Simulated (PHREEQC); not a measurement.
Make-up at 20 °C: 0.11 mol/kgw HF, 0.00097 mol/kgw NH4F and 0.029 mol/kgw (NH4)2SiF6. Closed to the air; pH follows from the charge balance.

Computed with PHREEQC (ion-association model, phreeqc.dat).

No solid was allowed to form.

Problem. What pH, ionic strength, density does the model give?

Solution. pH 2.01; ionic strength 0.0998 mol/kgw; density 1.002 g/cm³.

Problem. In which forms is F present?

Solution. SiF6-2 61 %, HF 33 %, F- 3.3 %, HF2- 2.3 % of the F.

SiF6-2 is the database's only silicon fluoride.
